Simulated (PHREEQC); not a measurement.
Dissolve 2.6 mmol/kgw H3BO3 and 0.0039 mmol/kgw NaOH at 45 °C. Closed to the air; pH follows from the charge balance.

All values are PHREEQC results (ion-association model, phreeqc.dat), not measurements.

The pH comes out as 6.31 and the ionic strength is 4.39e-6 mol/kgw.

```csv
species,molality,activity,log γ
H3BO3,0.00260,0.00260,0.000
H2BO3-,4.31e-6,4.30e-6,-0.001
Na+,3.90e-6,3.89e-6,-0.001
H+,4.91e-7,4.89e-7,-0.001
OH-,8.26e-8,8.24e-8,-0.001
```

Precipitation was switched off in this run. Species that the database lacks are ignored. At this temperature some constants are extrapolated from 25 °C, and those without enthalpy data are left unchanged.
